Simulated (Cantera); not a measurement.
## Reactions in the system H-N-O-Zr

Cantera with NASA thermochemical tables; ideal gases at 1 bar, condensed phases pure. Values are per mole of reaction as written; species without (g) are pure solids or liquids, kept so even where they would boil at 1 bar. ZrN: taken at fixed stoichiometry.

O2(g) + 4 ZrN + 6 H2O(g) = 4 NH3(g) + 4 ZrO2(g)

| T (K) | ΔH° (kJ) | ΔS° (J/K) | ΔG° (kJ) | log10 K |
|---|---|---|---|---|
| 1398 | 1528.7 | 291.4 | 1121.3 | -41.89 |
| 1448 | 1526.0 | 289.6 | 1106.8 | -39.92 |
| 1498 | 1523.3 | 287.7 | 1092.3 | -38.09 |
| 1548 | 1520.6 | 285.9 | 1078.0 | -36.37 |
| 1598 | 1517.7 | 284.1 | 1063.7 | -34.77 |
| 1648 | 1514.8 | 282.3 | 1049.6 | -33.27 |

2 NO(g) + 2 ZrO2(g) = 3 O2(g) + 2 ZrN

```tsv
T (K)	ΔH° (kJ)	ΔS° (J/K)	ΔG° (kJ)	log10 K
1398	-310.4	-236.4	20.1	-0.75
1448	-308.7	-235.2	31.8	-1.15
1498	-306.8	-233.9	43.6	-1.52
1548	-305.0	-232.7	55.2	-1.86
1598	-303.1	-231.5	66.8	-2.18
1648	-301.1	-230.3	78.4	-2.48
```
